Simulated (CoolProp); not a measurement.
Computed with CoolProp (reference Helmholtz-energy equation of state, Wagner 2002).

Question: For water, give the phase and the density (kg/m³), isothermal compressibility (1/MPa), viscosity (µPa s) at 349.75 °C and 455 bar.

Answer: 
- 349.75 °C and 455 bar: liquid; density 685, isothermal compressibility 0.00307, viscosity 81.8

Viscosity comes from a separate model (Huber 2009).
